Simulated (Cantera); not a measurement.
**Thermodynamics of boron, boron nitride and boron oxide, feed B2H6 + H2O + N2**

Feed: 1 mol B2H6, 7.9 mol H2O, 3.4 mol N2, equilibrated at 0.320 bar.

These are equilibrium values from Cantera (NASA tables, ideal gas, pure condensed phases), not measurements of a reactor. Candidate condensed phases: B, BN, B2O3, B3O3H3, H2O; 39 gas species. The feed counts by its element totals alone. Gases not in the tables: H3BO3. Rates play no part.

From 1000 K to 1700 K the condensed part is B2O3(l). The share of B in condensed phases is highest at 1200 K (96.6 %) and lowest at 1700 K (16.1 %).

```json
[
 {"T (K)": "1000", "log p H2": "-0.87", "log p H2O": "-0.97", "log p N2": "-1.12", "log p HBO2": "-5.06", "n B2O3(l)": "0.933"},
 {"T (K)": "1100", "log p H2": "-0.87", "log p H2O": "-0.96", "log p N2": "-1.12", "log p HBO2": "-4.24", "n B2O3(l)": "0.957"},
 {"T (K)": "1200", "log p H2": "-0.87", "log p H2O": "-0.96", "log p N2": "-1.12", "log p HBO2": "-3.56", "n B2O3(l)": "0.966"},
 {"T (K)": "1300", "log p H2": "-0.87", "log p H2O": "-0.96", "log p N2": "-1.12", "log p HBO2": "-2.99", "n B2O3(l)": "0.958"},
 {"T (K)": "1400", "log p H2": "-0.87", "log p H2O": "-0.97", "log p N2": "-1.12", "log p HBO2": "-2.51", "n B2O3(l)": "0.917"},
 {"T (K)": "1500", "log p H2": "-0.88", "log p H2O": "-0.98", "log p N2": "-1.12", "log p HBO2": "-2.11", "n B2O3(l)": "0.811"},
 {"T (K)": "1600", "log p H2": "-0.88", "log p H2O": "-1.01", "log p N2": "-1.13", "log p HBO2": "-1.76", "n B2O3(l)": "0.587"},
 {"T (K)": "1700", "log p H2": "-0.90", "log p H2O": "-1.06", "log p N2": "-1.14", "log p HBO2": "-1.47", "n B2O3(l)": "0.161"}
]
```
log p: log10 of the partial pressure in bar; n: condensed amount in mol.
